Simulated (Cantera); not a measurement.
Counterflow diffusion flame

A counterflow diffusion flame at 1.10 bar, nozzles 20 mm apart: fuel side CH4 : C2H6 : C3H8 = 1 : 0.84 : 0.25 (molar parts) at 425 K, oxidiser side O2 : N2 = 0.23 : 0.77 (molar parts) at 648 K, fuel mass flux 1 times the oxidiser's; mixture-averaged transport, no radiation.

Computed with Cantera and GRI-Mech 3.0 (53 species, 325 reactions). GRI-Mech 3.0 has no aromatics or soot, which form on the fuel side of real flames. The maximum strain rate includes the flame's own expansion and is several times the mean.

| oxidiser flux (kg/m²/s) | max strain (1/s) | mean strain (1/s) | T max (K) | peak x OH | peak x H | peak x NO | peak x CO | peak x C2H2 |
|---|---|---|---|---|---|---|---|---|
| 0.28 | 233 | 41.7 | 2260 | 0.0112 | 0.00532 | 0.000439 | 0.0771 | 0.0383 |
| 0.36 | 294 | 53.6 | 2245 | 0.0112 | 0.00557 | 0.000412 | 0.0762 | 0.0374 |
| 0.46 | 369 | 68.5 | 2231 | 0.0112 | 0.00580 | 0.000388 | 0.0755 | 0.0364 |
| 0.59 | 465 | 87.8 | 2218 | 0.0112 | 0.00605 | 0.000364 | 0.0748 | 0.0354 |
| 0.77 | 597 | 115 | 2203 | 0.0112 | 0.00633 | 0.000338 | 0.0741 | 0.0342 |
| 0.99 | 754 | 147 | 2190 | 0.0112 | 0.00659 | 0.000314 | 0.0737 | 0.0331 |
| 1.3 | 972 | 193 | 2174 | 0.0110 | 0.00685 | 0.000285 | 0.0732 | 0.0318 |
| 1.7 | 1250 | 253 | 2157 | 0.0109 | 0.00708 | 0.000255 | 0.0728 | 0.0304 |
| 2.1 | 1510 | 312 | 2142 | 0.0107 | 0.00723 | 0.000230 | 0.0727 | 0.0291 |
x: mole fraction; the columns are a selection and need not sum to one.
